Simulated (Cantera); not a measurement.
A closed system holds: 1 mol Si3N4, a varied amount of H2O, 4.7 mol H2, held at 950 °C and 0.0133 bar.

Equilibrium computed with Cantera from the NASA thermochemical tables; the gas is ideal and each condensed phase is pure. Candidate condensed phases: H2O, Si, SiO2, Si2N2O, Si3N4; 35 gas species. Mutual solubility and eutectic melting of coexisting phases are not modelled. The tables hold silica as quartz up to 1696 K and as liquid above; real silica turns to tridymite and cristobalite and melts near 1996 K. Equilibrium is a limit: real reactors are often held back by kinetics, nucleation or transport.

At 3.7 mol H2O, list the 3 most abundant gas species with their mole fractions, and the condensed phases.

H2 0.872, N2 0.128, H2O 3.87e-5. Condensed: SiO2(β-quartz) + Si2N2O(s).
